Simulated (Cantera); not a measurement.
Input: 1 mol V, 2.7 mol NH3, 2.5 mol H2, held at 14.3 Torr.

These are equilibrium values from Cantera (NASA tables, ideal gas, pure condensed phases), not measurements of a reactor. Candidate condensed phases: V, VN; 11 gas species. VN: taken at fixed stoichiometry. Condensed phases not in the tables: V2N. The numbers say what is thermodynamically allowed, not how fast it happens. All values below are at 1450 K.

Base state: H2 0.885, N2 0.115, H 6.45e-5 (mole fractions); condensed: VN(s).

Q: What changes in the equilibrium state with this change: V replaced by Cr?

A: 
| species | before | after |
|---|---|---|
| H2 | 0.885 | 0.829 |
| N2 | 0.115 | 0.171 |
| H | 6.45e-5 | 6.25e-5 |
| Cr | 0 | 1.02e-5 |
| VN(s), mol | 1.00 | 0 |
| Cr(s), mol | 0 | 1.000 |
Further candidate phases: Cr, CrN, Cr2N.
